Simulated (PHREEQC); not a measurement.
A solution holds 28 mmol/kgw HF, 99 mmol/kgw NaF and 1.6 mmol/kgw H4SiO4, at 82 °C. Closed to the air; pH follows from the charge balance.

All values are PHREEQC results (ion-association model, phreeqc.dat), not measurements.

No solid was allowed to form.

Order these F species by the share of F that they hold, largest first: HF, SiF6-2, F-, HF2-, NaF.

F- (69 %), HF (12 %), HF2- (9.2 %), SiF6-2 (7.6 %), NaF (2.1 %)

The pH is 4.27 and the ionic strength 0.0980 mol/kgw. Constants without temperature data keep their 25 °C values here. SiF6-2 is the database's only silicon fluoride.
